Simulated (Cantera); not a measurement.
An isothermal plug-flow reactor at 625 K and 1.01 bar (inlet), inlet velocity 4.6 m/s, active area per volume 350 1/m; feed 0.395 % H2, 2.37 % O2, 89.2 % N2, 8.02 % H2O.

Model: Deutschmann's 1995 Pt surface mechanism with GRI-Mech 3.0 gas chemistry, integrated in Cantera. Catalytic surfaces can have several steady states; this one follows from the mechanism file's or the stated starting coverage. Mass transfer to the wall is taken as infinitely fast.

### Question
Predict: x(H2) at z = 0.034 m; x(O2) at z = 0.034 m; x(H2O) at z = 0.034 m; θ(free Pt) at the exit; θ(O*) at the exit; θ(OH*) at the exit.

### Answer
```
Quantity                  Result
----------------------  --------
x(H2) at z = 0.034 m    0.000159
x(O2) at z = 0.034 m      0.0219
x(H2O) at z = 0.034 m     0.0841
θ(free Pt) at the exit    0.0128
θ(O*) at the exit          0.976
θ(OH*) at the exit        0.0113
```
